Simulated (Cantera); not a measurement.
Input (Python, Cantera) and output of one run.

```python
import numpy as np
import cantera as ct

gas_names = """
    CL CL2 H HCL H2 N NH NH2 NH3 N2 N2H2 N2H4 Si SiCL SiCL2 SiCL3 SiCL4 SiH SiHCL3 SiH2 SiH2CL2 SiH3
    SiH3CL SiH4 SiN Si2 Si2N Si3
""".split()
cond_names = """
    NH4CL(a) NH4CL(b) Si(cr) Si(L) Si3N4(a)
""".split()


# ... load() reads the species with a 1 bar reference pressure and builds the phases ...
atoms = {
    'SiH4': {'Si': 1, 'H': 4},
    'HCl': {'H': 1, 'CL': 1},
    'N2': {'N': 2},
}
top_T = {'Si3N4(a)': 2400}  # K; cautious upper limits of use, not melting points


# ... equilibrate(T, P, feed) seeds the gas with the atoms and calls Mixture.equilibrate('TP', solver="vcs", rtol=1e-11, max_steps=5000) ...
results = []
feed = {'SiH4': 1, 'HCl': 0.063, 'N2': 18}  # mol
T = 1300  # K
P = 630  # Pa
mix = equilibrate(T, P, feed)
results.append((T, P, feed, dict(zip(mix.species_names, mix.species_moles))))
x = sorted(zip(gas.X, gas.species_names), reverse=True)
print(f"T = {T:g} K  P = {P:g} Pa  gas = {mix.phase_moles(0):.4g} mol")
print("   x: " + "  ".join(f"{s} {v:.3e}" for v, s in x if v > 1e-05))
print("   condensed (mol): " + ("  ".join(f"{mix.phase(i).name} {mix.phase_moles(i):.4g}"
      for i in range(1, mix.n_phases) if mix.phase_moles(i) > 1e-12) or "none"))
```

Output:

```
T = 1300 K  P = 630 Pa  gas = 19.4 mol
   x: N2 8.936e-01  H2 1.031e-01  HCL 3.247e-03
   condensed (mol): Si3N4(a) 0.3333
```

Cantera equilibrium calculation (NASA polynomials, part measured and part estimated; ideal gas, pure solids and liquids). N2 is the only nitrogen source here; it is nearly inert below about 1500 K, so the nitride shown seldom forms there in practice.
